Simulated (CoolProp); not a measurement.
The fluid at 293.15 K and 0.849 MPa (liquid) is heated at constant pressure to 400.5 K. The same conditions are run with several fluids, on thermodynamics alone (safety and materials aside).

The numbers come from the reference Helmholtz-energy equation of state of each fluid (chloromethane (R40): Thol 2014; R1224YDZ: Akasaka 2023; n-butane: Bücker 2006; decamethylcyclopentasiloxane (D5): Thol 2019; water: Wagner 2002) in CoolProp.

Task: Rank chloromethane (R40), R1224YDZ, n-butane, decamethylcyclopentasiloxane (D5), water by heat (kJ/kg), highest first.

Result: n-butane (561), chloromethane (R40) (480), water (451), R1224YDZ (251), decamethylcyclopentasiloxane (D5) (190)

```tsv
fluid	final phase	final density (kg/m³)
chloromethane (R40)	gas	13.6
R1224YDZ	gas	43.2
n-butane	gas	16.5
decamethylcyclopentasiloxane (D5)	liquid	846
water	liquid	937
```
